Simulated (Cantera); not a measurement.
Charge: 1 mol MgO, 10 mol HBr, 2.1 mol H2.

Method: chemical equilibrium by Gibbs-energy minimisation in Cantera with the NASA 1993 tables (ideal gas, pure condensed phases). Candidate condensed phases: Br2, H2O, Mg, MgBr2, MgO, Mg(OH)2; 20 gas species. Mutual solubility and eutectic melting of coexisting phases are not modelled. Kinetics and transport are ignored.

Stable condensed phases, one row left out:

```
T in °C \ P in Pa
              1    3.6     13     46    170    600   2200   7700  28000 100000
   1700       A      A      A      A      A      A      A      A      A      A
   1600       A      A      A      A      A      A      A      A      A      A
   1500       A      A      A      A      A      A      A      A      A      A
   1400       B      B      A      A      A      A      A      A      A      A
   1300       B      B      A      A      A      A      A      A      A      A
   1100       B      B      B      B      B      B      B      B      B      B
   1000       B      B      B      B      B      B      B      B      B      B
    900       B      B      B      B      B      B      B      B      B      B
    800       B      B      B      B      B      B      B      B      B      C
    700       B      B      B      B      B      B      B      B      C      C
    600       B      B      B      B      B      B      C      C      C      D
    500       B      B      B      B      C      C      C      C      D      D
    400       B      B      C      C      C      C      D      D      D      D
```

A: gas only; B: MgO; C: MgBr2 + MgO; D: MgBr2.

Give the row for 1200 °C.

1: MgO; 3.6: MgO; 13: gas only; 46: gas only; 170: gas only; 600: gas only; 2200: gas only; 7700: gas only; 28000: gas only; 100000: gas only.
